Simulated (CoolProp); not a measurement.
Vapour-liquid equilibrium of R125 (1) + R152A (2) at 1040 kPa; x and y are mole fractions of (1).

Model: multi-fluid Helmholtz-energy mixture model, Lemmon 2005 and Outcalt 1996; pair parameters Bell 2016, in CoolProp.

```json
[
 {"x": "0.05", "bubble temperature, mixture model (K)": "316.1", "bubble temperature, Raoult's law (K)": "316.0", "y, mixture model": "0.090", "y, Raoult's law": "0.103"},
 {"x": "0.15", "bubble temperature, mixture model (K)": "312.3", "bubble temperature, Raoult's law (K)": "311.9", "y, mixture model": "0.246", "y, Raoult's law": "0.281"},
 {"x": "0.25", "bubble temperature, mixture model (K)": "308.8", "bubble temperature, Raoult's law (K)": "308.2", "y, mixture model": "0.378", "y, Raoult's law": "0.427"},
 {"x": "0.35", "bubble temperature, mixture model (K)": "305.7", "bubble temperature, Raoult's law (K)": "304.7", "y, mixture model": "0.494", "y, Raoult's law": "0.549"},
 {"x": "0.45", "bubble temperature, mixture model (K)": "302.7", "bubble temperature, Raoult's law (K)": "301.6", "y, mixture model": "0.598", "y, Raoult's law": "0.652"},
 {"x": "0.55", "bubble temperature, mixture model (K)": "299.8", "bubble temperature, Raoult's law (K)": "298.6", "y, mixture model": "0.691", "y, Raoult's law": "0.738"},
 {"x": "0.65", "bubble temperature, mixture model (K)": "297.1", "bubble temperature, Raoult's law (K)": "295.9", "y, mixture model": "0.775", "y, Raoult's law": "0.812"},
 {"x": "0.75", "bubble temperature, mixture model (K)": "294.3", "bubble temperature, Raoult's law (K)": "293.4", "y, mixture model": "0.851", "y, Raoult's law": "0.876"},
 {"x": "0.85", "bubble temperature, mixture model (K)": "291.7", "bubble temperature, Raoult's law (K)": "291.1", "y, mixture model": "0.917", "y, Raoult's law": "0.931"},
 {"x": "0.95", "bubble temperature, mixture model (K)": "289.1", "bubble temperature, Raoult's law (K)": "288.9", "y, mixture model": "0.975", "y, Raoult's law": "0.978"}
]
```

The largest gap from Raoult's law is +1.2 K in bubble temperature, at x = 0.55. No azeotrope shows between x = 0.05 and 0.95.

Pair parameters are fitted to limited data, so mixtures are less certain than the pure fluids.
